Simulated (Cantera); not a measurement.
Standard-state values (1 bar) from the NASA 1993 polynomials, evaluated with Cantera. Values are per mole of reaction as written; species without (g) are pure solids or liquids, kept so even where they would boil at 1 bar.

### Question
Between 550 and 1225 K, where is each reaction favourable under standard conditions?
- 2 V₂O₄ = V₂O₃ + V₂O₅

### Answer
- 2 V₂O₄ = V₂O₃ + V₂O₅: ΔG° is 84 kJ at 550 K and 86 kJ at 1225 K; it stays positive (K < 1). ΔH° is 133 kJ and ΔS° 38 J/K at 1225 K.
